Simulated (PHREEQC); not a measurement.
# Hard or scaling water: an equilibrium model

Make-up at 25 °C: 0.049 mol/kgw CaCl2, 0.00048 mol/kgw Na2HPO4 and 0.14 mol/kgw NaCl. Closed to the air; pH follows from the charge balance.

All values are PHREEQC results (ion-association model, phreeqc.dat), not measurements.

Precipitation was switched off in this run.

Task: Predict the pH, density, specific conductance.

Result: pH 7.53; density 1.007 g/cm³; specific conductance 22500 µS/cm.

Task: In which forms is P present?

Result: CaHPO4 56 %, HPO4-2 29 %, CaPO4- 6.6 %, H2PO4- 4.9 %, NaHPO4- 2.1 %, CaH2PO4+ 1.8 % of the P.

Examples of supersaturated solids here: Hydroxyapatite. Others may be too.
